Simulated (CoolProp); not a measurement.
Methane along the isobar 1400 kPa: fugacity coefficient from the reference equation and from simpler models built on Tc = 190.6 K, pc = 4599 kPa, ω = 0.011; each cubic takes its own stable root.

Values from CoolProp's reference Helmholtz-energy equation of state, Setzmann 1991.

```csv
T (K),phase,reference
172.2,gas,0.8648
186.4,gas,0.8930
200.5,gas,0.9139
214.7,gas,0.9299
228.9,gas,0.9424
243,gas,0.9523
257.2,gas,0.9603
271.4,gas,0.9668
285.5,gas,0.9722
299.7,gas,0.9766
313.9,gas,0.9803
328,gas,0.9835
```

Question: How far does each simpler model (Redlich-Kwong, Soave-Redlich-Kwong, Peng-Robinson) lie from the reference over these 12 states: mean and median of the absolute difference, and the worst?

Answer: 
- Redlich-Kwong: mean 0.2 %, median 0.2 %, worst -0.2 % at 200.5 K and 1400 kPa
- Soave-Redlich-Kwong: mean 0.1 %, median 0.1 %, worst -0.2 % at 200.5 K and 1400 kPa
- Peng-Robinson: mean 0.9 %, median 0.9 %, worst -1.3 % at 186.4 K and 1400 kPa
